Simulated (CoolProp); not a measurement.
Model: reference Helmholtz-energy equation of state, Tillner-Roth 1997, in CoolProp.

### Question
Give the vapour pressure (MPa), liquid cp (kJ/(kg K)), vapour Z of saturated CH2F2 (R32) at 283.6 K.

### Answer
```
T (K)  p (MPa)  liquid cp (kJ/(kg K))  vapour Z
-----  -------  ---------------------  --------
283.6     1.12                   1.81     0.807
```
